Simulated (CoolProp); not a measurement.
The numbers come from the reference Helmholtz-energy equation of state, Lemmon 2005 in CoolProp. It is a short technical equation, of lower accuracy than the large ones.

**Question.** Give the vapour pressure (bar), liquid density (kg/m³), vapour density (kg/m³) of saturated 1-butene at 330.5, 382.8 K.

**Answer.** 
```json
[
 {"T (K)": "330.5", "p (bar)": "7.15", "liquid density (kg/m³)": "545", "vapour density (kg/m³)": "17.3"},
 {"T (K)": "382.8", "p (bar)": "21.4", "liquid density (kg/m³)": "452", "vapour density (kg/m³)": "57.5"}
]
```
